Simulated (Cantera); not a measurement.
Input: 1 mol SiCl₄, 2.5 mol NH₃, 0.54 mol H₂, at 93.0 mbar.

These are equilibrium values from Cantera (NASA tables, ideal gas, pure condensed phases), not measurements of a reactor. Candidate condensed phases: NH₄Cl, Si, Si₃N₄; 28 gas species. The tables' values for SiCl₃ are old estimates; treat these amounts as uncertain. Rates play no part.

x: gas mole fraction; n: condensed amount in mol.

| T (K) | x H₂ | x HCl | x N₂ | x SiCl₄ | x SiCl₂ | x SiCl₃ | n Si₃N₄(s) |
|---|---|---|---|---|---|---|---|
| 923 | 0.458 | 0.357 | 0.126 | 0.0589 | 4.11e-8 | 7.75e-6 | 0.200 |
| 973 | 0.451 | 0.369 | 0.124 | 0.0557 | 2.67e-7 | 2.28e-5 | 0.207 |
| 1023 | 0.445 | 0.379 | 0.122 | 0.0528 | 1.43e-6 | 5.99e-5 | 0.213 |
| 1073 | 0.440 | 0.389 | 0.120 | 0.0502 | 6.57e-6 | 0.000144 | 0.218 |
| 1123 | 0.435 | 0.397 | 0.119 | 0.0477 | 2.61e-5 | 0.000317 | 0.223 |
| 1173 | 0.431 | 0.404 | 0.118 | 0.0454 | 9.19e-5 | 0.000651 | 0.227 |
| 1223 | 0.428 | 0.410 | 0.117 | 0.0430 | 0.000290 | 0.00125 | 0.230 |
| 1273 | 0.424 | 0.414 | 0.116 | 0.0405 | 0.000827 | 0.00226 | 0.231 |
| 1323 | 0.422 | 0.417 | 0.116 | 0.0375 | 0.00215 | 0.00384 | 0.230 |
| 1373 | 0.420 | 0.416 | 0.117 | 0.0338 | 0.00511 | 0.00611 | 0.226 |
| 1423 | 0.418 | 0.411 | 0.119 | 0.0290 | 0.0110 | 0.00899 | 0.216 |
| 1473 | 0.418 | 0.399 | 0.123 | 0.0230 | 0.0215 | 0.0120 | ___ |
| 1523 | 0.420 | 0.379 | 0.130 | 0.0165 | 0.0374 | 0.0144 | ___ |
| 1573 | 0.424 | 0.351 | 0.139 | 0.0105 | 0.0582 | 0.0152 | ___ |

Problem. What belongs in the gaps?

Solution. 
- 1473, n Si₃N₄(s): 0.197
- 1523, n Si₃N₄(s): 0.168
- 1573, n Si₃N₄(s): 0.129
